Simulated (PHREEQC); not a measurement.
A PHREEQC speciation (ion-association model, phreeqc.dat) at 25 °C gives pH 5.48 and these molalities:

| species | mol/kgw |
|---|---|
| Zn+2 | 0.101 |
| ZnSO4 | 0.0744 |
| SO4-2 | 0.0664 |
| Zn(SO4)2-2 | 0.0346 |

What are the element totals, and what could have been dissolved in 1 kg of water to give them?

One answer among several that fit: totals S(6) 0.210, Zn 0.210 mol/kgw, from 0.21 mol/kgw ZnSO4.

No solid was allowed to form.
